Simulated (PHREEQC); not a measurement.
# Sulfide liquor: an equilibrium model

A solution holds 0.033 mol H2S, 0.0036 mol NaCl and 0.16 mol FeCl2 per kg of water, at 5 °C. Closed to the air; pH follows from the charge balance.

The numbers come from PHREEQC with the ion-association model, phreeqc.dat.

Precipitation was switched off in this run.

Question: Estimate the pH, activity of water.

Answer: pH 3.24; activity of water 0.991.

Question: In which forms is S present?

Answer: H2S 98 %, Fe(HS)2 2.2 % of the S.

At this temperature some constants are extrapolated from 25 °C, and those without enthalpy data are left unchanged.
